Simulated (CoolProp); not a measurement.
The numbers come from the reference Helmholtz-energy equation of state, Lemmon 2006 in CoolProp. It is a short technical equation, of lower accuracy than the large ones.

Task: Give the vapour pressure (MPa), liquid density (kg/m³), vapour density (kg/m³), enthalpy of vaporisation (kJ/kg) of saturated neopentane at 43.95, 99.75, 115.75 °C.

Result: 
| T (°C) | p (MPa) | liquid density (kg/m³) | vapour density (kg/m³) | enthalpy of vaporisation (kJ/kg) |
|---|---|---|---|---|
| 43.95 | 0.302 | 563 | 9.13 | 287 |
| 99.75 | 1.11 | 485 | 34.1 | 224 |
| 115.75 | 1.51 | 456 | 48.4 | 198 |
